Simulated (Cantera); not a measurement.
# Thermodynamics of silicon epitaxy and polysilicon growth, feed SiH₄ + HCl + H₂

A closed system holds: 1 mol SiH₄, 0.45 mol HCl, 6.3 mol H₂, held at 1.95 Torr.

These are equilibrium values from Cantera (NASA tables, ideal gas, pure condensed phases), not measurements of a reactor. Candidate condensed phases: Si; 19 gas species. The tables' values for SiCl₃, SiCl are old estimates; treat these amounts as uncertain. Kinetics and transport are ignored.

```json
[
 {"T (°C)": "550", "x H₂": "0.983", "x HCl": "0.00477", "x SiCl₄": "0.00990", "x SiCl₂": "2.55e-5", "x SiHCl₃": "0.00246", "x H": "1.43e-10", "x SiCl₃": "5.30e-5", "x Si": "<1e-12", "n Si(s)": "0.892"},
 {"T (°C)": "625", "x H₂": "0.978", "x HCl": "0.0109", "x SiCl₄": "0.00845", "x SiCl₂": "0.000164", "x SiHCl₃": "0.00212", "x H": "2.12e-9", "x SiCl₃": "0.000169", "x Si": "<1e-12", "n Si(s)": "0.905"},
 {"T (°C)": "700", "x H₂": "0.971", "x HCl": "0.0206", "x SiCl₄": "0.00596", "x SiCl₂": "0.000703", "x SiHCl₃": "0.00158", "x H": "2.09e-8", "x SiCl₃": "0.000382", "x Si": "<1e-12", "n Si(s)": "0.925"},
 {"T (°C)": "775", "x H₂": "0.962", "x HCl": "0.0319", "x SiCl₄": "0.00287", "x SiCl₂": "0.00197", "x SiHCl₃": "0.000885", "x H": "1.49e-7", "x SiCl₃": "0.000554", "x Si": "<1e-12", "n Si(s)": "0.945"},
 {"T (°C)": "850", "x H₂": "0.956", "x HCl": "0.0392", "x SiCl₄": "0.000774", "x SiCl₂": "0.00340", "x SiHCl₃": "0.000323", "x H": "8.17e-7", "x SiCl₃": "0.000460", "x Si": "2.48e-11", "n Si(s)": "0.957"},
 {"T (°C)": "925", "x H₂": "0.954", "x HCl": "0.0413", "x SiCl₄": "0.000147", "x SiCl₂": "0.00422", "x SiHCl₃": "9.10e-5", "x H": "3.64e-6", "x SiCl₃": "0.000264", "x Si": "4.95e-10", "n Si(s)": "0.959"},
 {"T (°C)": "1000", "x H₂": "0.954", "x HCl": "0.0415", "x SiCl₄": "2.85e-5", "x SiCl₂": "0.00467", "x SiHCl₃": "2.62e-5", "x H": "1.37e-5", "x SiCl₃": "0.000142", "x Si": "6.94e-9", "n Si(s)": "0.957"},
 {"T (°C)": "1075", "x H₂": "0.954", "x HCl": "0.0412", "x SiCl₄": "6.39e-6", "x SiCl₂": "0.00499", "x SiHCl₃": "8.40e-6", "x H": "4.43e-5", "x SiCl₃": "7.96e-5", "x Si": "7.23e-8", "n Si(s)": "0.956"},
 {"T (°C)": "1150", "x H₂": "0.954", "x HCl": "0.0408", "x SiCl₄": "1.66e-6", "x SiCl₂": "0.00525", "x SiHCl₃": "3.02e-6", "x H": "0.000127", "x SiCl₃": "4.70e-5", "x Si": "5.87e-7", "n Si(s)": "0.954"},
 {"T (°C)": "1225", "x H₂": "0.954", "x HCl": "0.0404", "x SiCl₄": "4.94e-7", "x SiCl₂": "0.00548", "x SiHCl₃": "1.20e-6", "x H": "0.000329", "x SiCl₃": "2.91e-5", "x Si": "3.86e-6", "n Si(s)": "0.952"},
 {"T (°C)": "1300", "x H₂": "0.953", "x HCl": "0.0400", "x SiCl₄": "1.65e-7", "x SiCl₂": "0.00567", "x SiHCl₃": "5.21e-7", "x H": "0.000779", "x SiCl₃": "1.89e-5", "x Si": "2.11e-5", "n Si(s)": "0.950"},
 {"T (°C)": "1375", "x H₂": "0.953", "x HCl": "0.0396", "x SiCl₄": "6.06e-8", "x SiCl₂": "0.00584", "x SiHCl₃": "2.44e-7", "x H": "0.00170", "x SiCl₃": "1.27e-5", "x Si": "9.91e-5", "n Si(s)": "0.947"}
]
```
x: gas mole fraction; n: condensed amount in mol.

From 550 °C to 1375 °C the condensed part is Si(s). The main Si-bearing gas is SiCl₄ at 550 °C and SiCl₂ at 1375 °C. The share of Si in condensed phases is highest at 925 °C (95.9 %) and lowest at 550 °C (89.2 %).
